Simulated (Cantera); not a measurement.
Cantera run:

```python
import numpy as np
import cantera as ct

gas_names = """
    CL CLO CL2 H HCL HOCL HO2 H2 H2O H2O2 O OH O2 O3 Si SiCL SiCL2 SiCL3 SiCL4 SiH SiHCL3 SiH2 SiH2CL2
    SiH3 SiH3CL SiH4 SiO SiO2 Si2 Si3
""".split()
cond_names = """
    H2O(s) H2O(L) Si(cr) Si(L) SiO2(Lqz) SiO2(hqz) SiO2(L)
""".split()


# ... load() reads the species with a 1 bar reference pressure and builds the phases ...
atoms = {
    'SiH2Cl2': {'Si': 1, 'H': 2, 'CL': 2},
    'H2O': {'H': 2, 'O': 1},
    'H2': {'H': 2},
}
top_T = {}  # K; cautious upper limits of use, not melting points


# ... equilibrate(T, P, feed) seeds the gas with the atoms and calls Mixture.equilibrate('TP', solver="vcs", rtol=1e-11, max_steps=5000) ...
results = []
T = 1650  # K
P = 133.322  # Pa
for m in [0.4, 0.55, 0.76, 1.1, 1.5, 2, 2.8, 3.9, 5.4, 7.6, 10, 15]:
    feed = {'SiH2Cl2': 1, 'H2O': m, 'H2': 17}  # mol
    mix = equilibrate(T, P, feed)
    results.append((T, P, feed, dict(zip(mix.species_names, mix.species_moles))))

top = {s: max(r[3][s] / sum(r[3][g] for g in gas_names) for r in results) for s in gas_names}
cols = sorted((s for s in top if top[s] > 0.001), key=lambda s: -top[s])[:6]
seen = [c for c in cond_names if any(r[3].get(c, 0) > 1e-12 for r in results)]
print("log10 of partial pressures in bar; condensed amounts in mol")
print(f"{'n(H2O)':>10s}" + "".join(f"{s[:9]:>10s}" for s in cols + seen))
for T, P, feed, n in results:
    ng = sum(n[g] for g in gas_names)
    print(f"{feed['H2O']:10.4g}" + "".join(f"{np.log10(max(n[s] / ng * P / 1e5, 1e-99)):10.3f}" for s in cols)
          + "".join(f"{n.get(c, 0):10.4g}" for c in seen))
```

It prints:

```
log10 of partial pressures in bar; condensed amounts in mol
    n(H2O)        H2       H2O       HCL       SiO     SiCL2         H    Si(cr) SiO2(hqz)
       0.4    -2.924   -10.131    -4.056    -4.570    -4.638    -5.504    0.2497         0
      0.55    -2.927   -10.002    -4.062    -4.439    -4.646    -5.505     0.101         0
      0.76    -2.933    -9.588    -4.005    -4.307    -4.816    -5.508         0         0
       1.1    -2.942    -5.769    -3.898    -4.231    -8.345    -5.513         0   0.07317
       1.5    -2.933    -5.530    -3.899    -4.461    -8.814    -5.508         0    0.4534
         2    -2.927    -4.993    -3.901    -4.992    -9.888    -5.505         0    0.8383
       2.8    -2.937    -4.294    -3.915    -5.701   -11.322    -5.510         0    0.9674
       3.9    -2.958    -3.954    -3.936    -6.063   -12.066    -5.521         0    0.9851
       5.4    -2.985    -3.731    -3.963    -6.313   -12.595    -5.534         0    0.9911
       7.6    -3.023    -3.552    -4.001    -6.529   -13.064    -5.553         0    0.9941
        10    -3.060    -3.435    -4.038    -6.684   -13.411    -5.572         0    0.9955
        15    -3.129    -3.293    -4.107    -6.894   -13.902    -5.606         0    0.9967
```

Cantera equilibrium calculation (NASA polynomials, part measured and part estimated; ideal gas, pure solids and liquids). The tables' values for SiCl, SiCl3 are old estimates; treat these amounts as uncertain. The tables hold silica as quartz up to 1696 K and as liquid above; real silica turns to tridymite and cristobalite and melts near 1996 K.
